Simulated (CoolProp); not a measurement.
A simple Rankine cycle with water: condensing at 320.15 K, boiler at 6.99 MPa, turbine inlet 708.9 K, turbine efficiency 0.6, pump efficiency 0.8, no recuperator. Each further row changes one setting.

Values from CoolProp's reference Helmholtz-energy equation of state, Wagner 2002.

```
case                             thermal efficiency (%)  net work (kJ/kg)  heat in (kJ/kg)  turbine exit temperature (K)  volume ratio over the turbine
-------------------------------  ----------------------  ----------------  ---------------  ----------------------------  -----------------------------
as stated                                          22.6               687             3050                         320.1                            318
turbine inlet 728.9 K                              22.7               704             3100                         322.2                            312
condensing temperature 312.15 K                    23.2               716             3080                         312.1                            468
boiler pressure 4.89 MPa                           21.8               671             3080                         331.5                            227
turbine efficiency 0.5                             18.7               571             3050                         365.3                            368
```

The expansion ends wet for: as stated; condensing temperature 312.15 K.
